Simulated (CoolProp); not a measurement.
Vapour pressure (MPa) of R245ca: the reference equation beside estimates from Tc = 447.6 K, pc = 3.941 MPa, ω = 0.355. Clausius-Clapeyron is anchored at 355.5 K with a constant enthalpy of vaporisation of 22.55 kJ/mol.

Model: reference Helmholtz-energy equation of state, Zhou 2016, in CoolProp.

| T (K) | reference | Lee-Kesler | Clausius-Clapeyron | van der Waals | Redlich-Kwong | Soave-Redlich-Kwong |
|---|---|---|---|---|---|---|
| 355.5 | 0.6069 | 0.6104 | 0.6069 | 1.461 | 0.9208 | 0.6129 |
| 360.1 | 0.6814 | 0.6855 | 0.6690 | 1.551 | 1.009 | 0.6891 |
| 364.6 | 0.7609 | [?] | 0.7341 | 1.642 | 1.101 | 0.7704 |
| 369.2 | 0.8491 | 0.8541 | [?] | 1.738 | 1.200 | 0.8607 |
| 373.7 | 0.9426 | 0.9481 | 0.8799 | 1.836 | [?] | 0.9565 |
| 378.2 | 1.044 | 1.050 | 0.9592 | 1.937 | 1.413 | 1.060 |
| 382.8 | 1.155 | 1.162 | 1.046 | [?] | 1.530 | 1.174 |
| 387.3 | 1.273 | 1.280 | 1.135 | 2.151 | 1.652 | 1.295 |

**Question.** Fill in the missing entries.

**Answer.** 
- 364.6, Lee-Kesler: 0.7654
- 369.2, Clausius-Clapeyron: 0.8054
- 373.7, Redlich-Kwong: 1.304
- 382.8, van der Waals: 2.043

Absolute difference from the reference over all 8 rows, mean and median: Lee-Kesler 0.6 and 0.6 %, Clausius-Clapeyron 5.7 and 5.9 %, van der Waals 101.9 and 99.7 %, Redlich-Kwong 40.2 and 39.8 %, Soave-Redlich-Kwong 1.4 and 1.4 %.
